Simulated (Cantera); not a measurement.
An adiabatic, constant-pressure homogeneous reactor starts with CO : H2 : O2 : N2 : CO2 = 1 : 0.042 : 0.326 : 1.22 : 0.088 (molar parts), equivalence ratio 1.6, at 1823 K and 1.01 bar. Integrator tolerance rtol = 1e-08.

Detailed kinetics in Cantera: GRI-Mech 3.0 (53 species, 325 reactions).

| quantity | before | after |
|---|---|---|
| time of steepest temperature rise | 26.1 µs | 48.5 µs |
| temperature at 0.400 s | 2867 K | 2783 K |
| equilibrium temperature | 2867 K | 2783 K |
| x(CO) at 0.400 s | 0.238 (gas-phase equilibrium 0.238) | 0.219 (gas-phase equilibrium 0.219) |
| x(H2) at 0.400 s | 0.00160 (gas-phase equilibrium 0.00160) | 0.00155 (gas-phase equilibrium 0.00155) |
| x(O2) at 0.400 s | 0.0285 (gas-phase equilibrium 0.0285) | 0.0214 (gas-phase equilibrium 0.0214) |
| x(H2O2) at 0.400 s | 2.29e-8 (gas-phase equilibrium 2.29e-8) | 1.99e-8 (gas-phase equilibrium 1.99e-8) |
| x(CO2) at 0.400 s | 0.201 (gas-phase equilibrium 0.201) | 0.227 (gas-phase equilibrium 0.227) |

### Question
Name the change that produced these shifts.
A) initial temperature 1823 to 1525 K
B) H2 0.042 to 0.08 parts
C) H2 0.042 to 0.013 parts
D) N2 1.22 to 2.1 parts

### Answer
A, initial temperature 1823 to 1525 K
